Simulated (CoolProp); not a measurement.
Vapour-liquid equilibrium of dimethyl ether (1) + 1-butene (2) at 0.0233 MPa; x and y are mole fractions of (1).

Values from CoolProp's multi-fluid Helmholtz-energy mixture model, Wu 2011 and Lemmon 2005; pair parameters Bell 2016.

**Question.** Give the bubble temperature and the first vapour's composition at x = 0.2, 0.875, 0.95. Is there an azeotrope?

**Answer.** x = 0.2: -45.0 °C, y = 0.421; x = 0.875: -53.2 °C, y = 0.921; x = 0.95: -53.7 °C, y = 0.967. No azeotrope shows between x = 0.05 and 0.95.

Pair parameters are fitted to limited data, so mixtures are less certain than the pure fluids.
